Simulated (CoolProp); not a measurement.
Isohexane along the isotherm 286.3 K: fugacity coefficient from the reference equation and from simpler models built on Tc = 497.7 K, pc = 3043 kPa, ω = 0.280; each cubic takes its own stable root.

The numbers come from the reference Helmholtz-energy equation of state, Lemmon 2006 in CoolProp. It is a short technical equation, of lower accuracy than the large ones.

| p (kPa) | phase | reference |
|---|---|---|
| 4.81 | gas | 0.9962 |
| 7.06 | gas | 0.9944 |
| 10.4 | gas | 0.9917 |
| 15.2 | gas | 0.9879 |
| 22.3 | liquid | 0.7470 |
| 32.8 | liquid | 0.5081 |
| 48.1 | liquid | 0.3468 |
| 70.6 | liquid | 0.2366 |
| 104 | liquid | 0.1609 |
| 152 | liquid | 0.1104 |
| 223 | liquid | 0.07552 |
| 328 | liquid | 0.05164 |
| 481 | liquid | 0.03551 |
| 706 | liquid | 0.02450 |
| 1040 | liquid | 0.01694 |
| 1520 | liquid | 0.01190 |

### Question
How far does each simpler model (van der Waals, Redlich-Kwong, Soave-Redlich-Kwong, Peng-Robinson) lie from the reference over these 16 states: mean and median of the absolute difference, and the worst?

### Answer
- van der Waals: mean 515.0 %, median 405.7 %, worst +1093.3 % at 286.3 K and 1520 kPa
- Redlich-Kwong: mean 90.8 %, median 132.0 %, worst +134.2 % at 286.3 K and 1520 kPa
- Soave-Redlich-Kwong: mean 1.0 %, median 1.2 %, worst -1.4 % at 286.3 K and 22.3 kPa
- Peng-Robinson: mean 1.4 %, median 1.8 %, worst +1.9 % at 286.3 K and 22.3 kPa

At some of these states van der Waals, Redlich-Kwong gives the other phase, because its saturation line lies elsewhere.
